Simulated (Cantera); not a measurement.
Charge: 1 mol PbO, 8.6 mol CO, held at 2277 °C and 33.0 Pa.

These are equilibrium values from Cantera (NASA tables, ideal gas, pure condensed phases), not measurements of a reactor. The numbers say what is thermodynamically allowed, not how fast it happens.

| species | before | after |
|---|---|---|
| CO | 0.811 | 0.797 |
| Pb | 0.0964 | 0.102 |
| CO2 | 0.0204 | 0.0898 |
| O | 0.0672 | 0.00745 |
| PbO | 0.000336 | 0.00158 |
| O2 | 0.00438 | 0.00217 |
Gas species are given as mole fractions.

### Question
Name the change that produced these shifts.
(A) pressure from 33.0 Pa to 13.3 mbar
(B) temperature from 2277 °C to 1800 °C
(C) temperature from 2277 °C to 1225 °C
(D) temperature from 2277 °C to 1525 °C

### Answer
A, pressure from 33.0 Pa to 13.3 mbar
